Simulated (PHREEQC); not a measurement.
# Buffer

Make-up at 75 °C: 0.16 mol NaHSO4, 0.00018 mol K2HPO4 and 0.028 mol NaCl per kg of water. Closed to the air; pH follows from the charge balance.

Computed with PHREEQC (ion-association model, wateq4f.dat).

Each row changes one thing in this solution. No solid was allowed to form.

```csv
case,pH,ionic strength (mol/kgw),Na+ (mol/kgw),HSO4- (mol/kgw),SO4-2 (mol/kgw),NaSO4- (mol/kgw),SI of Halite (NaCl),SI of Mirabilite (Na2SO4:10H2O)
as made,1.50,0.252,0.179,0.119,0.0319,0.00890,-4.30,-4.83
NaCl from 0.028 to 0.0028 mol/kgw,1.51,0.227,0.155,0.120,0.0319,0.00799,-5.36,-4.93
temperature from 75 to 5 °C,1.24,0.312,0.176,0.0857,0.0620,0.0123,-4.14,-1.50
diluted 2-fold with water,1.72,0.135,0.0903,0.0559,0.0205,0.00366,-4.85,-5.45
temperature from 75 to 70 °C,1.48,0.256,0.179,0.117,0.0339,0.00928,-4.29,-4.63
K2HPO4 from 0.00018 to 1.8e-05 mol/kgw,1.50,0.252,0.179,0.119,0.0319,0.00888,-4.30,-4.83
NaHSO4 replaced by Fe2(SO4)3 at the same molality,2.31,0.600,0.0251,0.0460,0.103,0.00290,-5.26,-6.23
temperature from 75 to 85 °C,1.55,0.245,0.180,0.123,0.0284,0.00814,-4.32,-5.22
```

Some of these states are supersaturated (in Jarosite-K, Jarosite-Na, for instance). H3PO4, which wateq4f.dat lacks, is added to it with the constant of phreeqc.dat. Constants without temperature data keep their 25 °C values here.
